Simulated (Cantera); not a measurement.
Input (Python, Cantera) and output of one run.

```python
import numpy as np
import cantera as ct

gas_names = """
    H HO2 H2 H2O H2O2 O OH O2 O3 Si SiH SiH2 SiH3 SiH4 SiO SiO2 Si2 Si3
""".split()
cond_names = """
    H2O(s) H2O(L) Si(cr) Si(L) SiO2(Lqz) SiO2(hqz) SiO2(L)
""".split()


# ... load() reads the species with a 1 bar reference pressure and builds the phases ...
atoms = {
    'Si2H6': {'Si': 2, 'H': 6},
    'O3': {'O': 3},
}
top_T = {}  # K; cautious upper limits of use, not melting points


# ... equilibrate(T, P, feed) seeds the gas with the atoms and calls Mixture.equilibrate('TP', solver="vcs", rtol=1e-11, max_steps=5000) ...
results = []
feed = {'Si2H6': 1, 'O3': 0.14}  # mol
T = 1975  # K
P = 11  # Pa
mix = equilibrate(T, P, feed)
results.append((T, P, feed, dict(zip(mix.species_names, mix.species_moles))))
print(gas.report(threshold=1e-05))
for i in range(1, mix.n_phases):
    print(f"{mix.phase(i).name:16s} {mix.phase_moles(i):12.5e} mol")
```

Output:

```
       temperature   1975 K
          pressure   11 Pa
           density   8.8444e-06 kg/m^3
  mean mol. weight   13.203 kg/kmol
   phase of matter   gas

                          1 kg             1 kmol
                     ---------------   ---------------
          enthalpy        1.4665e+07        1.9362e+08  J
   internal energy        1.3421e+07         1.772e+08  J
           entropy             21497        2.8383e+05  J/K
    Gibbs function       -2.7792e+07       -3.6694e+08  J
 heat capacity c_p            2238.4             29554  J/K
 heat capacity c_v            1608.7             21240  J/K

                      mass frac. Y      mole frac. X     chem. pot. / RT
                     ---------------   ---------------   ---------------
                 H         0.0072265          0.094655           -14.599
                H2          0.080375           0.52639           -29.197
                Si           0.62406           0.29338           -5.8157
               SiH         0.0035411          0.001607           -20.414
              SiH2        0.00011015        4.8314e-05           -35.013
               SiO           0.26858           0.08044           -47.364
               Si2          0.012152         0.0028565           -11.631
               Si3         0.0039506        0.00061909           -17.447
     [  +10 minor]        8.4336e-09        5.0546e-09

Si(L)             0.00000e+00 mol
SiO2(L)           0.00000e+00 mol
```

These are equilibrium values from Cantera (NASA tables, ideal gas, pure condensed phases), not measurements of a reactor. The feed counts by its element totals alone. Gases not in the tables: Si2H6 and higher silanes.
